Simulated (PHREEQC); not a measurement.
Solution (85 °C): 0.0082 mol Ba(OH)2 and 0.00039 mol Zn(NO3)2 per kg of water. Closed to the air; pH follows from the charge balance.

Computed with PHREEQC (ion-association model, wateq4f.dat).

No solid was allowed to form.

Q: Order these Zn species by the share of Zn that they hold, largest first: Zn(OH)4-2, Zn(OH)3-, Zn(OH)2, ZnOH+.

A: Zn(OH)2 (79 %), Zn(OH)3- (13 %), ZnOH+ (8.4 %), Zn(OH)4-2 (0.15 %)

The pH is 10.64 and the ionic strength 0.0246 mol/kgw. Examples of supersaturated solids here: Zincite(c) (slow to form). Others may be too. At this temperature some constants are extrapolated from 25 °C, and those without enthalpy data are left unchanged.
